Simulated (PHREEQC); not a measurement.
0.024 g of hydrous ferric oxide (600 m²/g; 0.2 weak and 0.005 strong sites per Fe, Dzombak-Morel constants, diffuse double layer) in 1 kg of water with 0.001 mol/kgw of an inert sodium salt and 2.3e-06 mol NaH2PO4 and 3.4e-05 mol NaF, at 25 °C; the pH is set by adding NaOH or the inert anion's acid. Oxygen is held at 0.21 atm. No CO2 enters from the air. No solid was allowed to form.

The numbers come from PHREEQC with the ion-association model, wateq4f.dat.

```csv
pH,P sorbed (%),F sorbed (%),surface charge σ (C/m²),surface potential ψ (mV)
4,100.0,51.7,0.069,182
4.67,100.0,37.3,0.042,159
5.33,100.0,21.6,0.026,135
6,100.0,9.2,0.015,___
6.67,99.9,2.8,___,73
7.33,99.2,0.7,0.003,37
8,90.8,0.2,0.000,-1
8.67,41.4,0.0,-0.003,-36
9.33,___,0.0,-0.007,-70
10,0.3,0.0,___,___
10.67,0.0,0.0,-0.036,-141
11.33,0.0,0.0,-0.085,-166
12,0.0,0.0,-0.200,-176
```

Question: Complete the blanks.

Answer: 
- 6, surface potential ψ (mV): 107
- 6.67, surface charge σ (C/m²): 0.007
- 9.33, P sorbed (%): 4.5
- 10, surface charge σ (C/m²): -0.016
- 10, surface potential ψ (mV): -107

H3PO4, which wateq4f.dat lacks, is added to it with the constant of phreeqc.dat.
